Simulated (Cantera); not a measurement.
A perfectly stirred reactor is fed with CH4 : O2 : N2 = 1 : 1.54 : 5.78 (molar parts), equivalence ratio 1.3, at 9750 Torr; it is adiabatic with a 475 K inlet, and is followed from long to short residence time, starting on the burning branch (τ in s: 0.49, 0.2, 0.085, 0.035, 0.015, 0.0061, 0.0025, 0.0011, 0.00044, 0.00018, 7.6e-05, 3.2e-05).

Detailed kinetics in Cantera: GRI-Mech 3.0 (53 species, 325 reactions). The pressure lies above the range GRI-Mech 3.0 was tuned for (to about 10 atm).

x: mole fraction; the columns are a selection and need not sum to one.

| τ (s) | T (K) | x CH4 | x O2 | x HCO | x CH2CO | x CO | x N2O |
|---|---|---|---|---|---|---|---|
| 0.49 | 2186 | 1.28e-5 | 6.28e-6 | 6.13e-8 | 1.30e-8 | 0.0622 | 6.35e-9 |
| 0.20 | 2186 | ? | ? | 6.44e-8 | ? | 0.0621 | ? |
| 0.085 | 2186 | 6.20e-5 | 2.63e-5 | 6.97e-8 | 7.57e-8 | 0.0621 | 8.58e-9 |
| 0.035 | 2186 | 0.000132 | 5.80e-5 | 7.93e-8 | 1.90e-7 | 0.0620 | 1.14e-8 |
| 0.015 | 2185 | 0.000264 | 0.000126 | 9.59e-8 | 4.77e-7 | 0.0618 | 1.62e-8 |
| 0.0061 | 2184 | 0.000529 | 0.000287 | 1.31e-7 | 1.31e-6 | 0.0613 | 2.41e-8 |
| 0.0025 | 2182 | 0.000972 | 0.000644 | 2.05e-7 | 3.55e-6 | 0.0605 | 3.41e-8 |
| 0.0011 | 2177 | 0.00156 | 0.00133 | 3.44e-7 | 8.35e-6 | 0.0595 | 4.32e-8 |
| 0.00044 | 2161 | 0.00247 | 0.00293 | 6.71e-7 | 2.02e-5 | 0.0585 | 5.21e-8 |
| 0.00018 | 2124 | ? | ? | ? | ? | 0.0583 | ? |
| 7.6e-5 | 1949 | 0.0104 | 0.0236 | 2.65e-6 | 0.000233 | 0.0605 | 1.40e-7 |
| 3.2e-5 | 475 | 0.120 | 0.185 | <1e-12 | <1e-12 | <1e-12 | <1e-12 |

### Question
Complete the blanks.

### Answer

- 0.20, x CH4: 2.92e-5
- 0.20, x O2: 1.26e-5
- 0.20, x CH2CO: 3.19e-8
- 0.20, x N2O: 7.11e-9
- 0.00018, x CH4: 0.00392
- 0.00018, x O2: 0.00651
- 0.00018, x HCO: 1.35e-6
- 0.00018, x CH2CO: 4.79e-5
- 0.00018, x N2O: 6.29e-8
